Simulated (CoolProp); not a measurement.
Model: reference Helmholtz-energy equation of state, Gao 2016, in CoolProp.

Give the vapour pressure (bar), liquid density (kg/m³), vapour density (kg/m³), liquid cp (kJ/(kg K)) of saturated sulfur dioxide at 310, 334.1, 346.1 K.


```
T (K)  p (bar)  liquid density (kg/m³)  vapour density (kg/m³)  liquid cp (kJ/(kg K))
-----  -------  ----------------------  ----------------------  ---------------------
310       5.73                    1330                    15.6                   1.41
334.1     11.3                    1260                    30.3                   1.47
346.1     15.2                    1220                    40.9                   1.52
```
